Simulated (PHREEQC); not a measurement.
## Hard or scaling water: speciation

A solution holds 0.00022 mol Ca(HCO3)2, 0.00064 mol CO2 and 2.2e-05 mol H4SiO4 per kg of water, at 20 °C. Closed to the air; pH follows from the charge balance.

Model: ion-association model, phreeqc.dat, run in PHREEQC.

No solid was allowed to form.

**Question.** Predict the pH.

**Answer.** pH 6.21.

**Question.** In which forms is C present?

**Answer.** CO2 59 %, HCO3- 41 % of the C.

Complexes and solids missing from the database can't appear.
